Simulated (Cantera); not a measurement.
## Equilibrium for carbothermic reduction: Fe2O3 + CO + H2

Feed: 1 mol Fe2O3, 20 mol CO, a varied amount of H2, equilibrated at 2.78 Torr.

Method: chemical equilibrium by Gibbs-energy minimisation in Cantera with the NASA 1993 tables (ideal gas, pure condensed phases). Candidate condensed phases: C, C6H6, C7H8, C8H18, Fe, Fe(CO)5, FeO, Fe(OH)2, Fe(OH)3, Fe2O3, Fe3O4, H2O; 114 gas species. Each liquid is taken as pure. Mutual solubility and eutectic melting of coexisting phases are not modelled. The tables' stoichiometric FeO is somewhat more stable than real wüstite, so its field is too wide. FeO: taken at fixed stoichiometry. Rates play no part.

Problem. Map the stable condensed phases over T = 1073, 1173, 1273, 1373, 1473, 1573, 1673, 1773, 1873 K and n(H2) in mol = 0.54, 0.69, 0.83, 0.97, 1.1, 1.3, 1.4, 1.5, 1.7, 1.8, 2, 2.1, 2.2.

Solution. 
```
T in K \ n(H2) in mol
         0.54 0.69 0.83 0.97  1.1  1.3  1.4  1.5  1.7  1.8    2  2.1  2.2
   1873     A    A    A    A    A    A    A    A    A    A    A    A    A
   1773     A    A    A    A    A    A    A    A    A    A    A    A    A
   1673     A    A    A    A    A    A    A    A    B    B    B    B    B
   1573     A    A    A    A    B    B    B    B    B    B    B    B    B
   1473     A    B    B    B    B    B    B    B    B    B    B    B    B
   1373     B    B    B    B    B    B    B    B    B    B    B    B    B
   1273     B    B    B    B    B    B    B    B    B    B    B    B    B
   1173     B    B    B    B    B    B    B    B    B    B    B    B    B
   1073     B    B    B    B    B    B    B    B    B    B    B    B    B
```
A: Fe + FeO; B: Fe.
